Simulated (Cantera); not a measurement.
Charge: 1 mol B, 0.54 mol NH3, 8.7 mol H2, equilibrated at 0.00133 bar.

Cantera equilibrium calculation (NASA polynomials, part measured and part estimated; ideal gas, pure solids and liquids). Candidate condensed phases: B, BN; 15 gas species. Mutual solubility and eutectic melting of coexisting phases are not modelled. The numbers say what is thermodynamically allowed, not how fast it happens.

Task: Which condensed phases are stable at each of these points (T (K)): 1648, 1748, 1848, 1948, 2048, 2148, 2248, 2348, 2448?

Result: 
```
T (K)  condensed phases  B condensed (%)
-----  ----------------  ---------------
1648       B(s) + BN(s)            100.0
1748       B(s) + BN(s)             99.9
1848       B(s) + BN(s)             99.8
1948               B(s)             99.6
2048               B(s)             99.2
2148               B(s)             98.0
2248               B(s)             94.2
2348               B(s)             81.7
2448               B(l)             46.5
```

From 1648 K to 1848 K the condensed part is B(s) + BN(s). From 1948 K to 2348 K the condensed part is B(s). At 2448 K the condensed part is B(l). The share of B in condensed phases is highest at 1648 K (100.0 %) and lowest at 2448 K (46.5 %).
